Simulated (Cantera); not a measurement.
A closed system holds: 1 mol MgCO3, 0.066 mol SO3, 1.4 mol O2, held at 4880 Torr.

Equilibrium computed with Cantera from the NASA thermochemical tables; the gas is ideal and each condensed phase is pure. Candidate condensed phases: C, Mg, MgCO3, MgO, MgS, MgSO4, S; 26 gas species. Kinetics and transport are ignored. All values below are at 1373 K.

Base state: O2 0.573, CO2 0.401, SO2 0.0231, SO3 0.00339 (mole fractions); condensed: MgO(s).

**Question.** What changes in the equilibrium state with this change: 0.0017 mol CH4 added?

**Answer.** 
```json
[
 {"species": "O2", "before": "0.573", "after": "0.571"},
 {"species": "CO2", "before": "0.401", "after": "0.401"},
 {"species": "SO2", "before": "0.0231", "after": "0.0231"},
 {"species": "H2O", "before": "0", "after": "0.00136"},
 {"species": "SO3", "before": "0.00339", "after": "0.00338"},
 {"species": "MgO(s), mol", "before": "1.00", "after": "1.00"}
]
```
Further candidate phases: C6H6, C7H8, C8H18, H2O, H2SO4, Mg(OH)2.
